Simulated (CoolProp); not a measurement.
Properties of cyclopentane along the isobar 228 bar.

Model: reference Helmholtz-energy equation of state, Gedanitz 2015, in CoolProp.

| T (K) | phase | cp (kJ/(kg K)) | speed of sound (m/s) | expansivity (1/kK) |
|---|---|---|---|---|
| 458.5 | liquid | 2.518 | 760.7 | 1.632 |
| 467.6 | liquid | 2.558 | 735.2 | 1.671 |
| 476.8 | liquid | 2.598 | 710.2 | 1.713 |
| 485.9 | liquid | 2.638 | 686.2 | 1.756 |
| 495.1 | liquid | 2.678 | 662.6 | 1.801 |
| 504.2 | liquid | 2.717 | 640.0 | 1.848 |
| 513.4 | supercritical | 2.756 | 617.8 | 1.897 |
| 522.5 | supercritical | 2.794 | 596.6 | 1.948 |
| 531.7 | supercritical | 2.833 | 575.9 | 2.002 |
| 540.8 | supercritical | 2.872 | 556.0 | 2.057 |
| 550 | supercritical | 2.910 | 536.7 | 2.116 |
